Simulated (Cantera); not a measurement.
An isothermal plug-flow reactor at 950 K and 130000 Pa (inlet), inlet velocity 0.11 m/s, active area per volume 160 1/m; feed CH4 : O2 : N2 = 0.0037 : 0.04 : 0.79 (molar parts), equivalence ratio 0.18.

Computed with Cantera and Deutschmann's 1995 Pt surface mechanism with GRI-Mech 3.0 gas chemistry. Catalytic surfaces can have several steady states; this one follows from the mechanism file's or the stated starting coverage. Mass transfer to the wall is taken as infinitely fast.

Problem. What does this change do: pressure from 130000 Pa to 56000 Pa?

Solution. 
```
quantity                 before     after
----------------------  -------  --------
x(CH4) at z = 0.014 m   0.00163  0.000839
x(O2) at z = 0.014 m     0.0424    0.0408
x(H2O) at z = 0.014 m   0.00560   0.00718
x(CO2) at z = 0.014 m   0.00280   0.00359
x(CO) at z = 0.014 m    6.76e-7   3.93e-7
θ(free Pt) at the exit    0.174     0.217
θ(O*) at the exit         0.825     0.782
θ(OH*) at the exit      0.00175   0.00141
```
